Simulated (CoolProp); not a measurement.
The fluid at 461.82 K and 10.1 MPa flows at 1.3 m/s in a round tube of 1 mm bore and 15 µm roughness, fully developed (64/Re and Nu = 3.66 if laminar; Colebrook and Gnielinski if turbulent). The same conditions are run with several fluids, on thermodynamics alone (safety and materials aside).

The numbers come from the reference Helmholtz-energy equation of state of each fluid (R227EA: Lemmon 2016; R123: Younglove 1994; R410A: Lemmon 2003) in CoolProp. Blends and air are pseudo-pure fits.

```tsv
fluid	Reynolds number	Darcy friction factor	pressure drop (Pa/m)	heat-transfer coefficient (W/(m² K))	mass flow (kg/h)
R227EA	20000	…	…	…	…
R123	12100	0.0472	…	…	3.75
R410A	12100	0.0472	9990	2360	…
```

Complete the blanks.


- R227EA, Darcy friction factor: 0.0459
- R227EA, pressure drop (Pa/m): 27000
- R227EA, heat-transfer coefficient (W/(m² K)): 5220
- R227EA, mass flow (kg/h): 2.56
- R123, pressure drop (Pa/m): 40700
- R123, heat-transfer coefficient (W/(m² K)): 4510
- R410A, mass flow (kg/h): 0.920

Transport values come from each fluid's own correlations; those of R227EA are estimates that may be off by 10 % or more.
